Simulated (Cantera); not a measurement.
A Cantera script and what it prints.

```python
import numpy as np
import cantera as ct

gas_names = """
    CL CLO CL2 H HCL HOCL HO2 H2 H2O H2O2 O OH O2 O3 Ti TiCL TiCL2 TiCL3 TiCL4 TiO TiOCL TiOCL2 TiO2
""".split()
cond_names = """
    H2O(s) H2O(L) Ti(a) Ti(b) Ti(L) TiCL2(s) TiCL3(s) TiCL4(L) TiO(a) TiO(b) TiO(L) TiO2(ru) TiO2(L)
    Ti2O3(a) Ti2O3(b) Ti2O3(L) Ti3O5(a) Ti3O5(b) Ti3O5(L) Ti4O7(s) Ti4O7(L)
""".split()


# ... load() reads the species with a 1 bar reference pressure and builds the phases ...
atoms = {
    'TiO2': {'Ti': 1, 'O': 2},
    'HCl': {'H': 1, 'CL': 1},
}
top_T = {'TiCL2(s)': 1300, 'TiCL3(s)': 1000}  # K; cautious upper limits of use, not melting points


# ... equilibrate(T, P, feed) seeds the gas with the atoms and calls Mixture.equilibrate('TP', solver="vcs", rtol=1e-11, max_steps=5000) ...
results = []
feed = {'TiO2': 1, 'HCl': 59}  # mol
P = 1000  # Pa
for T in [1398, 1448, 1498, 1548, 1598, 1648, 1698, 1748]:
    mix = equilibrate(T, P, feed)
    results.append((T, P, feed, dict(zip(mix.species_names, mix.species_moles))))

top = {s: max(r[3][s] / sum(r[3][g] for g in gas_names) for r in results) for s in gas_names}
cols = sorted((s for s in top if top[s] > 1e-06), key=lambda s: -top[s])[:9]
seen = [c for c in cond_names if any(r[3].get(c, 0) > 1e-12 for r in results)]
print("log10 of partial pressures in bar; condensed amounts in mol")
print(f"{'T/K':>10s}" + "".join(f"{s[:9]:>10s}" for s in cols + seen))
for T, P, feed, n in results:
    ng = sum(n[g] for g in gas_names)
    print(f"{T:10.4g}" + "".join(f"{np.log10(max(n[s] / ng * P / 1e5, 1e-99)):10.3f}" for s in cols)
          + "".join(f"{n.get(c, 0):10.4g}" for c in seen))
```

Result:

```
log10 of partial pressures in bar; condensed amounts in mol
       T/K       HCL        CL        H2       H2O     TiCL4     TiCL3         H    TiOCL2       CL2  TiO2(ru)
      1398    -2.002    -4.842    -5.140    -4.681    -5.000    -6.379    -7.895    -8.112    -6.577    0.9385
      1448    -2.003    -4.650    -4.955    -4.654    -4.987    -6.111    -7.513    -7.720    -6.518    0.9345
      1498    -2.004    -4.471    -4.782    -4.626    -4.981    -5.868    -7.156    -7.358    -6.464      0.93
      1548    -2.005    -4.304    -4.620    -4.597    -4.984    -5.648    -6.821    -7.024    -6.414    0.9249
      1598    -2.006    -4.148    -4.468    -4.564    -4.999    -5.454    -6.508    -6.717    -6.368    0.9188
      1648    -2.008    -4.002    -4.325    -4.529    -5.026    -5.284    -6.213    -6.436    -6.326    0.9113
      1698    -2.011    -3.865    -4.190    -4.490    -5.067    -5.139    -5.935    -6.179    -6.288     0.902
      1748    -2.014    -3.736    -4.064    -4.448    -5.120    -5.016    -5.673    -5.945    -6.253    0.8904
```

Cantera equilibrium calculation (NASA polynomials, part measured and part estimated; ideal gas, pure solids and liquids).
